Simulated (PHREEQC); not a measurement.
Make-up at 25 °C: 140 mmol/kgw NH4HF2, 0.25 mmol/kgw H2SiF6, 25 mmol/kgw H3PO4 and 1 mmol/kgw HCl. Closed to the air; pH follows from the charge balance.

Equilibrium calculation in PHREEQC: ion-association model, phreeqc.dat.

### Question
The ionic strength comes out as 0.142 mol/kgw. What activity coefficients do H2PO4-, Cl-, HPO4-2, SiF6-2, HF2- get?

### Answer
H2PO4- 0.77, Cl- 0.74, HPO4-2 0.33, SiF6-2 0.33, HF2- 0.76.

Precipitation was switched off in this run. SiF6-2 is the database's only silicon fluoride.
